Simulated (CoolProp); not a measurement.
A single-stage vapour-compression cycle with R236FA: evaporating at 282.15 K (dew point), condensing at 320.15 K (bubble point), superheat 10 K, subcooling 8 K, compressor efficiency 0.8, no pressure losses. Each further row changes one setting.

The numbers come from the reference Helmholtz-energy equation of state, Pan 2012 in CoolProp.

```tsv
case	cooling COP	pressure ratio	discharge temperature (K)	refrigerating effect (kJ/kg)	volumetric capacity (kJ/m³)
as stated	5.28	3.48	327.3	125	1270
evaporating temperature 287.15 K	___	2.89	327.4	129	___
condensing temperature 315.15 K	6.26	3.01	___	132	1340
subcooling 13 K	5.54	3.48	327.3	132	1340
superheat 20 K	___	3.48	337.2	134	1310
compressor efficiency 0.7	___	3.48	330.8	125	1270
```

Complete the blanks.


- evaporating temperature 287.15 K, cooling COP: 6.35
- evaporating temperature 287.15 K, volumetric capacity (kJ/m³): 1570
- condensing temperature 315.15 K, discharge temperature (K): 322.9
- superheat 20 K, cooling COP: 5.39
- compressor efficiency 0.7, cooling COP: 4.62
